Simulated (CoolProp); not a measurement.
R113 along the isobar 0.101 MPa: Z from the reference equation and from simpler models built on Tc = 214.1 °C, pc = 3.392 MPa, ω = 0.253; each cubic takes its own stable root.

The numbers come from the reference Helmholtz-energy equation of state, Marx 1992 in CoolProp.

| T (°C) | phase | reference |
|---|---|---|
| -25.25 | liquid | 0.005465 |
| 5.35 | liquid | 0.005078 |
| 35.95 | liquid | 0.004792 |
| 66.55 | gas | 0.9667 |
| 97.15 | gas | 0.9751 |
| 127.75 | gas | 0.9809 |
| 158.35 | gas | 0.9850 |
| 188.95 | gas | 0.9880 |
| 219.55 | gas | 0.9903 |

### Question
How far does each simpler model (van der Waals, Redlich-Kwong, Peng-Robinson) lie from the reference over these 9 states: mean and median of the absolute difference, and the worst?

### Answer
- van der Waals: mean 6287.0 %, median 0.8 %, worst +20225.5 % at 35.95 °C and 0.101 MPa
- Redlich-Kwong: mean 2224.7 %, median 0.3 %, worst +20000.2 % at 35.95 °C and 0.101 MPa
- Peng-Robinson: mean 1.5 %, median 0.1 %, worst -4.9 % at 35.95 °C and 0.101 MPa

At some of these states van der Waals, Redlich-Kwong gives the other phase, because its saturation line lies elsewhere.
